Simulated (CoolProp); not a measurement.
Vapour-liquid equilibrium of benzene (1) + n-heptane (2) at 340.8 K; x and y are mole fractions of (1).

Computed with CoolProp (multi-fluid Helmholtz-energy mixture model, Thol 2012 and Span 2003; pair parameters Bell 2016).

```csv
x,bubble pressure (kPa),y at the bubble point,dew pressure at overall composition x (kPa),liquid density (mol/L)
0.05,39.88,___,38.39,6.545
0.2,47.41,0.364,___,6.975
0.35,___,0.533,46.94,7.460
0.5,58.91,0.655,52.48,8.013
0.65,62.82,___,___,8.651
0.8,65.75,0.848,64.39,9.393
0.95,67.66,0.956,67.60,10.27
```

Question: Fill in the missing entries.

Answer: 
- 0.05, y at the bubble point: 0.111
- 0.2, dew pressure at overall composition x (kPa): 42.27
- 0.35, bubble pressure (kPa): 53.82
- 0.65, y at the bubble point: 0.754
- 0.65, dew pressure at overall composition x (kPa): 58.70

No azeotrope shows between x = 0.05 and 0.95.

The pair parameters rest on a limited set of measurements; away from them the model extrapolates.
